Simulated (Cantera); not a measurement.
Input (Python, Cantera) and output of one run.

```python
import numpy as np
import cantera as ct

gas_names = """
    H HO2 H2 H2O H2O2 O OH O2 O3 Ti TiO TiO2
""".split()
cond_names = """
    H2O(s) H2O(L) Ti(a) Ti(b) Ti(L) TiO(a) TiO(b) TiO(L) TiO2(ru) TiO2(L) Ti2O3(a) Ti2O3(b) Ti2O3(L)
    Ti3O5(a) Ti3O5(b) Ti3O5(L) Ti4O7(s) Ti4O7(L)
""".split()


def load(file, names, dense=False):
    # The tables refer to 1 bar. Condensed volumes are neglected.
    table = {s.name: s for s in ct.Species.list_from_file(file)}
    out = []
    for n in names:
        d = dict(table[n].input_data)
        d["thermo"] = dict(d["thermo"], **{"reference-pressure": 1e5})
        if dense:
            d["equation-of-state"] = {"model": "constant-volume", "density": "1e6 g/cm^3"}
        out.append(ct.Species.from_dict(d))
    return out


gas = ct.Solution(thermo="ideal-gas", species=load("nasa_gas.yaml", gas_names))
cond = {s.name: ct.Solution(thermo="fixed-stoichiometry", species=[s], name=s.name)
        for s in load("nasa_condensed.yaml", cond_names, dense=True)}
atoms = {
    'Ti': {'Ti': 1},
    'H2O': {'H': 2, 'O': 1},
    'H2': {'H': 2},
}
top_T = {}  # K; cautious upper limits of use, not melting points


def equilibrate(T, P, feed):
    n = {}
    for name, mol in feed.items():
        for a, k in atoms[name].items():
            n[a] = n.get(a, 0.0) + k * mol
    gas.TPX = T, P, n
    mass = sum(n.values()) * gas.mean_molecular_weight
    gas.equilibrate("TP")
    valid = [c for c in cond.values() if c.min_temp <= T <= top_T.get(c.name, c.max_temp)]
    mix = ct.Mixture([(gas, mass / gas.mean_molecular_weight)] + [(c, 0.0) for c in valid])
    mix.T, mix.P = T, P
    mix.equilibrate("TP", solver="vcs", rtol=1e-11, max_steps=5000)
    return mix


results = []
feed = {'Ti': 1, 'H2O': 0.018, 'H2': 84}  # mol
P = 40  # Pa
for T in [1123, 1173, 1223, 1273, 1323, 1373, 1423, 1473, 1523, 1573, 1623, 1673]:
    mix = equilibrate(T, P, feed)
    results.append((T, P, feed, dict(zip(mix.species_names, mix.species_moles))))
    x = sorted(zip(gas.X, gas.species_names), reverse=True)
    print(f"T = {T:g} K  P = {P:g} Pa  gas = {mix.phase_moles(0):.4g} mol")
    print("   x: " + "  ".join(f"{s} {v:.3e}" for v, s in x if v > 1e-05))
    print("   condensed (mol): " + ("  ".join(f"{mix.phase(i).name} {mix.phase_moles(i):.4g}"
          for i in range(1, mix.n_phases) if mix.phase_moles(i) > 1e-12) or "none"))
```

It prints:

```
T = 1123 K  P = 40 Pa  gas = 84.02 mol
   x: H2 1.000e+00
   condensed (mol): Ti(a) 0.982  TiO(a) 0.018
T = 1173 K  P = 40 Pa  gas = 84.02 mol
   x: H2 1.000e+00
   condensed (mol): Ti(b) 0.982  TiO(a) 0.018
T = 1223 K  P = 40 Pa  gas = 84.02 mol
   x: H2 1.000e+00  H 1.503e-05
   condensed (mol): Ti(b) 0.982  TiO(a) 0.018
T = 1273 K  P = 40 Pa  gas = 84.02 mol
   x: H2 1.000e+00  H 3.565e-05
   condensed (mol): Ti(b) 0.982  TiO(b) 0.018
T = 1323 K  P = 40 Pa  gas = 84.02 mol
   x: H2 9.999e-01  H 7.929e-05
   condensed (mol): Ti(b) 0.982  TiO(b) 0.018
T = 1373 K  P = 40 Pa  gas = 84.03 mol
   x: H2 9.998e-01  H 1.665e-04
   condensed (mol): Ti(b) 0.982  TiO(b) 0.018
T = 1423 K  P = 40 Pa  gas = 84.03 mol
   x: H2 9.997e-01  H 3.321e-04
   condensed (mol): Ti(b) 0.982  TiO(b) 0.018
T = 1473 K  P = 40 Pa  gas = 84.04 mol
   x: H2 9.994e-01  H 6.324e-04
   condensed (mol): Ti(b) 0.9819  TiO(b) 0.018
T = 1523 K  P = 40 Pa  gas = 84.07 mol
   x: H2 9.988e-01  H 1.155e-03
   condensed (mol): Ti(b) 0.9816  TiO(b) 0.018
T = 1573 K  P = 40 Pa  gas = 84.1 mol
   x: H2 9.980e-01  H 2.031e-03  Ti 1.486e-05
   condensed (mol): Ti(b) 0.9808  TiO(b) 0.01798
T = 1623 K  P = 40 Pa  gas = 84.17 mol
   x: H2 9.965e-01  H 3.450e-03  Ti 4.377e-05
   condensed (mol): Ti(b) 0.9783  TiO(b) 0.01794
T = 1673 K  P = 40 Pa  gas = 84.27 mol
   x: H2 9.942e-01  H 5.678e-03  Ti 1.207e-04
   condensed (mol): Ti(b) 0.9718  TiO(b) 0.01779
```

Method: chemical equilibrium by Gibbs-energy minimisation in Cantera with the NASA 1993 tables (ideal gas, pure condensed phases). Mutual solubility and eutectic melting of coexisting phases are not modelled. TiO: taken at fixed stoichiometry. Condensed phases not in the tables: N, O or C dissolved in the metal.
